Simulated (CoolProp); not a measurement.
Computed with CoolProp (reference Helmholtz-energy equation of state, Wagner 2002).

Q: For water, give the phase and the isothermal compressibility (1/MPa), expansivity (1/kK), conductivity (mW/(m K)) at 277.25 °C and 26300 kPa; 409.15 °C and 26300 kPa; 488.35 °C and 26300 kPa.

A: 
- 277.25 °C and 26300 kPa: liquid; isothermal compressibility 0.00153, expansivity 1.98, conductivity 610
- 409.15 °C and 26300 kPa: supercritical; isothermal compressibility 0.102, expansivity 14.4, conductivity 159
- 488.35 °C and 26300 kPa: supercritical; isothermal compressibility 0.0527, expansivity 3.59, conductivity 104

Thermal conductivity comes from a separate model (Huber 2012).
